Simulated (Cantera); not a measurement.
Formation from one mole of F2

Standard-state values (1 bar) from the NASA 1993 polynomials, evaluated with Cantera. Values are per mole of reaction as written; species without (g) are pure solids or liquids, kept so even where they would boil at 1 bar. The tables' values for C2F4, SiF2 are old estimates.

0.6667 C + F2(g) → 0.6667 CF3(g)

```
T (K)  ΔH° (kJ)  ΔS° (J/K)  ΔG° (kJ)  log10 K
-----  --------  ---------  --------  -------
498      -314.0      -31.3    -298.5    31.31
698      -314.3      -31.7    -292.2    21.86
898      -314.5      -31.9    -285.8    16.62
1098     -314.6      -32.1    -279.4    13.29
1298     -314.8      -32.2    -273.0    10.98
1498     -314.9      -32.3    -266.5     9.29
1698     -315.2      -32.5    -260.0     8.00
1898     -315.4      -32.6    -253.5     6.98
2098     -315.7      -32.8    -247.0     6.15
2298     -316.0      -32.9    -240.4     5.47
2498     -316.3      -33.0    -233.8     4.89
```

Si + F2(g) → SiF2(g)

```csv
T (K),ΔH° (kJ),ΔS° (J/K),ΔG° (kJ),log10 K,condensed phases
498,-589.2,31.5,-604.9,63.45,Si(s)
698,-590.6,29.2,-611.0,45.72,Si(s)
898,-592.0,27.5,-616.6,35.87,Si(s)
1098,-593.5,25.9,-622.0,29.59,Si(s)
1298,-595.2,24.5,-627.0,25.23,Si(s)
1498,-597.1,23.2,-631.8,22.03,Si(s)
1698,-649.3,-7.8,-636.1,19.57,Si(l)
1898,-650.9,-8.7,-634.4,17.46,Si(l)
2098,-652.6,-9.6,-632.6,15.75,Si(l)
2298,-654.3,-10.3,-630.6,14.33,Si(l)
2498,-655.9,-11.0,-628.5,13.14,Si(l)
```

C + F2(g) → 0.5 C2F4(g)

| T (K) | ΔH° (kJ) | ΔS° (J/K) | ΔG° (kJ) | log10 K |
|---|---|---|---|---|
| 498 | -329.1 | -58.0 | -300.2 | 31.49 |
| 698 | -328.8 | -57.5 | -288.6 | 21.60 |
| 898 | -328.5 | -57.1 | -277.2 | 16.12 |
| 1098 | -328.1 | -56.8 | -265.8 | 12.64 |
| 1298 | -327.9 | -56.5 | -254.5 | 10.24 |
| 1498 | -327.6 | -56.4 | -243.2 | 8.48 |
| 1698 | -327.4 | -56.2 | -231.9 | 7.13 |
| 1898 | -327.2 | -56.1 | -220.7 | 6.07 |
| 2098 | -327.1 | -56.0 | -209.5 | 5.22 |
| 2298 | -326.9 | -56.0 | -198.3 | 4.51 |
| 2498 | -326.7 | -55.9 | -187.1 | 3.91 |

0.5 Si + F2(g) → 0.5 SiF4(g)

```json
[
 {"T (K)": "498", "ΔH° (kJ)": "-808.0", "ΔS° (J/K)": "-72.2", "ΔG° (kJ)": "-772.0", "log10 K": "80.98", "condensed phases": "Si(s)"},
 {"T (K)": "698", "ΔH° (kJ)": "-808.1", "ΔS° (J/K)": "-72.4", "ΔG° (kJ)": "-757.6", "log10 K": "56.69", "condensed phases": "Si(s)"},
 {"T (K)": "898", "ΔH° (kJ)": "-808.0", "ΔS° (J/K)": "-72.3", "ΔG° (kJ)": "-743.1", "log10 K": "43.22", "condensed phases": "Si(s)"},
 {"T (K)": "1098", "ΔH° (kJ)": "-807.9", "ΔS° (J/K)": "-72.1", "ΔG° (kJ)": "-728.7", "log10 K": "34.66", "condensed phases": "Si(s)"},
 {"T (K)": "1298", "ΔH° (kJ)": "-807.8", "ΔS° (J/K)": "-72.0", "ΔG° (kJ)": "-714.2", "log10 K": "28.74", "condensed phases": "Si(s)"},
 {"T (K)": "1498", "ΔH° (kJ)": "-807.7", "ΔS° (J/K)": "-72.0", "ΔG° (kJ)": "-699.8", "log10 K": "24.40", "condensed phases": "Si(s)"},
 {"T (K)": "1698", "ΔH° (kJ)": "-832.8", "ΔS° (J/K)": "-86.9", "ΔG° (kJ)": "-685.3", "log10 K": "21.08", "condensed phases": "Si(l)"},
 {"T (K)": "1898", "ΔH° (kJ)": "-832.7", "ΔS° (J/K)": "-86.8", "ΔG° (kJ)": "-667.9", "log10 K": "18.38", "condensed phases": "Si(l)"},
 {"T (K)": "2098", "ΔH° (kJ)": "-832.5", "ΔS° (J/K)": "-86.7", "ΔG° (kJ)": "-650.6", "log10 K": "16.20", "condensed phases": "Si(l)"},
 {"T (K)": "2298", "ΔH° (kJ)": "-832.3", "ΔS° (J/K)": "-86.6", "ΔG° (kJ)": "-633.3", "log10 K": "14.39", "condensed phases": "Si(l)"},
 {"T (K)": "2498", "ΔH° (kJ)": "-832.1", "ΔS° (J/K)": "-86.5", "ΔG° (kJ)": "-615.9", "log10 K": "12.88", "condensed phases": "Si(l)"}
]
```
